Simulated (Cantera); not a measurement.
A perfectly stirred reactor is fed with NH₃ : H₂ = 1 : 3.3 (molar parts), at 72000 Pa; it is held at 1975 K, and followed from long to short residence time.

Model: the gas-phase N/H chemistry of the illustrative SiF4/NH3 mechanism in the Surface Chemkin manual (1991), integrated in Cantera. Walls and surfaces, which speed up NH3 decomposition in real reactors, are not modelled.

Q: What does this change do: temperature 1975 to 1800 K?

A: 
| quantity | before | after |
|---|---|---|
| x(NH₃) at τ = 2.30 s | 0.0129 | 0.0764 |
| x(H₂) at τ = 2.30 s | 0.897 | 0.860 |
| x(NH₂) at τ = 2.30 s | 5.06e-5 | 6.50e-5 |
| x(N) at τ = 2.30 s | 3.70e-7 | 6.49e-8 |
| x(NH) at τ = 2.30 s | 2.40e-6 | 9.84e-7 |
| x(NH₃) at τ = 0.140 s | 0.0894 | 0.198 |
| x(H₂) at τ = 0.140 s | 0.852 | 0.787 |
| x(NH₂) at τ = 0.140 s | 0.000211 | 0.000133 |
| x(N) at τ = 0.140 s | 5.41e-7 | 8.01e-8 |
| x(NH) at τ = 0.140 s | 5.93e-6 | 1.56e-6 |
